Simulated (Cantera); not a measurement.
A closed system holds: 1 mol Si, 0.072 mol CO₂, 290 mol H₂, held at 1275 K and 16000 Pa.

Method: chemical equilibrium by Gibbs-energy minimisation in Cantera with the NASA 1993 tables (ideal gas, pure condensed phases). Candidate condensed phases: C, C₆H₆, C₇H₈, C₈H₁₈, H₂O, Si, SiC, SiO₂; 123 gas species. Mutual solubility and eutectic melting of coexisting phases are not modelled. The tables hold silica as quartz up to 1696 K and as liquid above; real silica turns to tridymite and cristobalite and melts near 1996 K. The numbers say what is thermodynamically allowed, not how fast it happens.

Base state: H₂ 1.000, SiO 2.55e-5 (mole fractions); condensed: Si(s) + SiC(s) + SiO₂(β-quartz).

**Question.** What changes in the equilibrium state with this change: pressure from 16000 Pa to 11.0 Pa?

**Answer.** 
```json
[
 {"species": "H₂", "before": "1.000", "after": "0.999"},
 {"species": "SiO", "before": "2.55e-5", "after": "0.000491"},
 {"species": "H", "before": "1.84e-6", "after": "7.03e-5"},
 {"species": "Si(s), mol", "before": "0.854", "after": "0.787"},
 {"species": "SiC(s), mol", "before": "0.0708", "after": "0.0705"},
 {"species": "SiO₂(β-quartz), mol", "before": "0.0682", "after": "0"}
]
```
